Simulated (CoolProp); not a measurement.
Vapour-liquid equilibrium of CHF3 (R23) (1) + R11 (2) at 263.4 K; x and y are mole fractions of (1).

Model: multi-fluid Helmholtz-energy mixture model, Penoncello 2003 and Jacobsen 1992; pair parameters Bell 2016, in CoolProp.

Task: Give the bubble pressure and the first vapour's composition at x = 0.2, 0.65, 0.875. Is there an azeotrope?

Result: x = 0.2: 866.4 kPa, y = 0.967; x = 0.65: 1473 kPa, y = 0.980; x = 0.875: 1665 kPa, y = 0.987. No azeotrope shows between x = 0.05 and 0.95.

The pair parameters rest on a limited set of measurements; away from them the model extrapolates. The gap from Raoult's law changes sign with composition, which may be real or a fault of the pair parameters; it wasn't checked against measurements. With so large a gap from Raoult's law the liquid may split in two, which this calculation doesn't test in full.
